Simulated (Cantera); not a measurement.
An adiabatic, constant-pressure homogeneous reactor starts with H₂ : O₂ : N₂ : NO = 1 : 1.61 : 26 : 0.015 (molar parts), at 1175 K and 1000000 Pa.

Computed with Cantera and GRI-Mech 3.0 (53 species, 325 reactions). The hydrogen kinetics of GRI-Mech 3.0 are dated; newer H2 mechanisms differ, most at raised pressure.

### Question
Predict: time of steepest temperature rise; temperature at 0.700 s; equilibrium temperature; x(H₂) at 0.700 s; x(O₂) at 0.700 s; x(NO) at 0.700 s; x(NO₂) at 0.700 s; x(OH) at 0.700 s; x(H₂O) at 0.700 s.

### Answer
* **time of steepest temperature rise**: 97.1 µs
* **temperature at 0.700 s**: 1431 K
* **equilibrium temperature**: 1431 K
* **x(H₂) at 0.700 s**: 4.09e-8 (gas-phase equilibrium 4.11e-8)
* **x(O₂) at 0.700 s**: 0.0395 (gas-phase equilibrium 0.0395)
* **x(NO) at 0.700 s**: 0.000514 (gas-phase equilibrium 0.000406)
* **x(NO₂) at 0.700 s**: 4.69e-6 (gas-phase equilibrium 3.71e-6)
* **x(OH) at 0.700 s**: 9.22e-6 (gas-phase equilibrium 9.25e-6)
* **x(H₂O) at 0.700 s**: 0.0356 (gas-phase equilibrium 0.0356)
